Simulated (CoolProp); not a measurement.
Saturation properties of hydrogen sulfide.

Values from CoolProp's reference Helmholtz-energy equation of state, Lemmon 2006. It is a short technical equation, of lower accuracy than the large ones.

```tsv
T (°C)	p (bar)	liquid density (kg/m³)	vapour density (kg/m³)	liquid cp (kJ/(kg K))	surface tension (mN/m)	liquid viscosity (µPa s)
9.45	13.49	812.2	22.70	2.141	14.2	143
14.65	15.51	…	26.04	2.171	13.2	137
19.75	17.70	788.1	…	2.205	12.3	131
24.95	…	775.3	33.85	2.245	11.3	124
30.05	22.78	762.4	38.39	2.291	10.4	119
35.25	25.72	748.6	…	2.346	9.47	113
40.35	28.85	734.6	49.21	2.410	8.58	108
45.55	32.32	719.6	55.67	2.487	7.68	…
50.65	36.01	704.1	62.78	2.579	6.82	96.8
```

**Question.** Fill in the missing entries.

**Answer.** 
- 14.65, liquid density (kg/m³): 800.2
- 19.75, vapour density (kg/m³): 29.69
- 24.95, p (bar): 20.15
- 35.25, vapour density (kg/m³): 43.55
- 45.55, liquid viscosity (µPa s): 102

It boils at -60.3 °C under 1 atm.

Viscosity comes from a separate model (Quiñones-Cisneros 2012). Surface tension comes from a separate correlation (Mulero 2012).
